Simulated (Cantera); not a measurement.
An isothermal, constant-pressure homogeneous reactor starts with CH4 : CO2 = 1 : 0.86 (molar parts), at 1448 K and 5.00 bar. Integrator tolerance rtol = 1e-08.

Detailed kinetics in Cantera: GRI-Mech 3.0 (53 species, 325 reactions).

### Question
What does this change do: CH4 1 to 0.2 parts?

### Answer
| quantity | before | after |
|---|---|---|
| x(CH4) at 6.00 s | 0.156 (gas-phase equilibrium 0.0385) | 0.0210 (gas-phase equilibrium 6.86e-7) |
| x(CO2) at 6.00 s | 0.108 (gas-phase equilibrium 0.000120) | 0.411 (gas-phase equilibrium 0.286) |
| x(C2H6) at 6.00 s | 0.000344 (gas-phase equilibrium 8.46e-6) | 1.82e-5 (gas-phase equilibrium <1e-12) |
| x(HO2) at 6.00 s | <1e-12 (gas-phase equilibrium <1e-12) | <1e-12 (gas-phase equilibrium <1e-12) |
| x(C2H) at 6.00 s | 7.52e-10 (gas-phase equilibrium 1.88e-12) | 6.31e-10 (gas-phase equilibrium <1e-12) |
| x(CH3) at 6.00 s | 2.97e-5 (gas-phase equilibrium 4.64e-6) | 7.37e-6 (gas-phase equilibrium 1.75e-10) |
